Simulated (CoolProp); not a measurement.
Saturation properties of R365MFC (Tc = 460.0 K, pc = 3.266 MPa, ω = 0.377).

Model: reference Helmholtz-energy equation of state, Lemmon 2016, in CoolProp.

```
T (K)  p (MPa)  vapour density (kg/m³)  surface tension (mN/m)
-----  -------  ----------------------  ----------------------
342.1        …                   14.70                    10.3
350.3   0.3253                   18.45                       …
358.5   0.4060                       …                    8.58
366.7   0.5011                   28.29                    7.75
375     0.6137                   34.74                    6.92
383.2   0.7428                   42.30                    6.12
391.4        …                   51.30                    5.34
399.7    1.064                   62.17                    4.57
407.9    1.259                   75.10                    3.83
416.1    1.480                   90.80                    3.11
424.4    1.733                       …                    2.41
432.6    2.017                   135.1                    1.76
440.8    2.337                   167.8                    1.14
```

Task: What belongs in the gaps?

Result: 
- 342.1, p (MPa): 0.2575
- 350.3, surface tension (mN/m): 9.42
- 358.5, vapour density (kg/m³): 22.94
- 391.4, p (MPa): 0.8916
- 424.4, vapour density (kg/m³): 110.5

It boils at 313.3 K under 1 atm.

Surface tension comes from a separate correlation (Mulero 2012).
